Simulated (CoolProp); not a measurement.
Vapour-liquid equilibrium of carbon dioxide (1) + dimethyl ether (2) at -51.45 °C; x and y are mole fractions of (1).

Computed with CoolProp (multi-fluid Helmholtz-energy mixture model, Span 1996 and Wu 2011; pair parameters Bell 2016).

Task: Give the bubble pressure and the first vapour's composition at x = 0.425, 0.5, 0.575. Is there an azeotrope?

Result: x = 0.425: 2.388 bar, y = 0.935; x = 0.5: 2.872 bar, y = 0.953; x = 0.575: 3.382 bar, y = 0.967. No azeotrope shows between x = 0.05 and 0.95.

The pair parameters rest on a limited set of measurements; away from them the model extrapolates.
